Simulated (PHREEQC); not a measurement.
0.13 g of hydrous ferric oxide (600 m²/g; 0.2 weak and 0.005 strong sites per Fe, Dzombak-Morel constants, diffuse double layer) in 1 kg of water with 0.005 mol/kgw of an inert sodium salt and 0.00058 mol ZnCl2, 0.00073 mol Na2SO4 and 6.9e-07 mol Ag2SO4, at 25 °C; the pH is set by adding NaOH or the inert anion's acid. Oxygen is held at 0.21 atm. The system is closed to CO2. No solid was allowed to form.

The series has 17 steps of pH, from 4 to 12.

Computed with PHREEQC (ion-association model, wateq4f.dat).

Question: Near which pH is half of the Ag sorbed, and on which side is more sorbed?

Answer: Near pH 10.8, with more sorbed at higher pH.

Question: At which pH does the surface charge pass through zero?

Answer: Near pH 10.2.

Along this series the solution becomes supersaturated in solids that the run did not let form, among them Zn(OH)2-e, Zn4(OH)6SO4, Zn5(OH)8Cl2, Cerargyrite. Species that the database lacks are ignored.
